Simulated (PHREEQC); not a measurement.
# Polishing slurry liquid: speciation

Solution (25 °C): 0.0029 mol K2CO3, 0.0027 mol KNO3 and 7.6e-05 mol H3BO3 per kg of water. Closed to the air; pH follows from the charge balance.

The numbers come from PHREEQC with the ion-association model, phreeqc.dat.

No solid was allowed to form.

Question: Predict the pH.

Answer: pH 10.72.

Question: In which forms is B present?

Answer: H2BO3- 97 %, H3BO3 2.9 % of the B.
